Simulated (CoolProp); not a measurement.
A single-stage vapour-compression cycle with the fluid: evaporating at 228.15 K (dew point), condensing at 292.15 K (bubble point), superheat 8 K, subcooling 8 K, compressor efficiency 0.85, no pressure losses. The same conditions are run with several fluids, on thermodynamics alone (safety and materials aside).

Values from CoolProp's reference Helmholtz-energy equation of state of each fluid (dimethyl ether: Wu 2011; R125: Lemmon 2005; sulfur dioxide: Gao 2016; carbon dioxide: Span 1996; R407C: Lemmon 2003; n-butane: Bücker 2006). Blends and air are pseudo-pure fits.

| fluid | cooling COP | pressure ratio | discharge temperature (K) | refrigerating effect (kJ/kg) | volumetric capacity (kJ/m³) |
|---|---|---|---|---|---|
| dimethyl ether | 2.50 | 12.9 | 347.2 | 371 | 339 |
| R125 | 2.23 | 9.97 | 311.4 | 101 | 757 |
| sulfur dioxide | 2.33 | 20.1 | 467.1 | 348 | 182 |
| carbon dioxide | 1.92 | 6.73 | 387.7 | 216 | 4460 |
| R407C | 2.11 | 15.3 | 349.6 | 175 | 521 |
| n-butane | 2.51 | 15.8 | 316.6 | 308 | 117 |
